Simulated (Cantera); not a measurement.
Standard-state values (1 bar) from the NASA 1993 polynomials, evaluated with Cantera. Values are per mole of reaction as written; species without (g) are pure solids or liquids, kept so even where they would boil at 1 bar.

4 F₂(g) + S₂(g) → 2 SF₄(g), with ΔH° = -1654.8 kJ and ΔS° = -440.2 J/K at 300 K.

### Question
How far is the shortcut ΔG° ≈ ΔH°(300 K) − T·ΔS°(300 K) from the full temperature-dependent value at 923, 998, 1073, 1148, 1223, 1298, 1373, 1448, 1523, 1598 K?

### Answer
| T (K) | shortcut (kJ) | full (kJ) | difference (kJ) | difference in log10 K |
|---|---|---|---|---|
| 923 | -1248.5 | -1253.0 | 4.5 | -0.26 |
| 998 | -1215.5 | -1221.2 | 5.8 | -0.30 |
| 1073 | -1182.4 | -1189.6 | 7.2 | -0.35 |
| 1148 | -1149.4 | -1158.1 | 8.7 | -0.39 |
| 1223 | -1116.4 | -1126.7 | 10.3 | -0.44 |
| 1298 | -1083.4 | -1095.3 | 11.9 | -0.48 |
| 1373 | -1050.4 | -1064.1 | 13.7 | -0.52 |
| 1448 | -1017.4 | -1033.0 | 15.6 | -0.56 |
| 1523 | -984.4 | -1001.9 | 17.5 | -0.60 |
| 1598 | -951.4 | -970.9 | 19.5 | -0.64 |
The shortcut ignores the heat-capacity change of the reaction.
